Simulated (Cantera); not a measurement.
An isothermal, constant-pressure homogeneous reactor starts with 11.2 % NH3, 88.8 % N2, at 2000 K and 47.3 Torr.

Cantera simulation using the gas-phase N/H chemistry of the illustrative SiF4/NH3 mechanism in the Surface Chemkin manual (1991); the numbers are that mechanism's predictions, not measurements. Walls and surfaces, which speed up NH3 decomposition in real reactors, are not modelled.

One state of this run: x NH3 = 0.0249; x NH = 7.33e-6; x N = 1.29e-6; x N2 = 0.857; x H2 = 0.118. x: mole fraction; the columns are a selection and need not sum to one.

### Question
Which value of t (s) does it belong to?
(A) 0.122
(B) 0.604
(C) 0.000993
(D) 0.0546

### Answer
B, 0.604
